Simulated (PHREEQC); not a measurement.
Solution (38 °C): 1.1 mol/kgw MgSO4 and 0.16 mol/kgw NaHCO3. Closed to the air; pH follows from the charge balance.

Equilibrium calculation in PHREEQC: Pitzer model, pitzer.dat.

| Property | Value |
|---|---|
| pH | 6.87 |
| ionic strength | 4.56 mol/kgw |
| activity of water | 0.974 |
| density | 1.123 g/cm³ |
| osmotic coefficient | 0.570 |
| total alkalinity | 160 meq/kg |

| species | molality | activity | log γ |
|---|---|---|---|
| SO4-2 | 1.10 | 0.0230 | -1.681 |
| Mg+2 | 1.10 | 0.127 | -0.935 |
| Na+ | 0.160 | 0.103 | -0.191 |
| HCO3- | 0.145 | 0.0505 | -0.457 |
| CO2 | 0.00767 | 0.0138 | 0.257 |
| CO3-2 | 0.00490 | 2.11e-5 | -2.366 |
| MgCO3 | 0.00276 | 0.00276 | 0.000 |
| MgOH+ | 1.05e-5 | 4.19e-6 | -0.400 |
| OH- | 1.03e-6 | 1.83e-7 | -0.750 |
| HSO4- | 6.04e-7 | 4.32e-7 | -0.146 |
| H+ | 2.35e-7 | 1.37e-7 | -0.237 |

Precipitation was switched off in this run. The solution is supersaturated, for example in Magnesite (slow to form), so a real one may precipitate; this is no full list. In brines, pH and single-ion activities rest on the MacInnes convention. Away from 25 °C the constants follow the database's enthalpies or fits; those with neither stay at their 25 °C values.
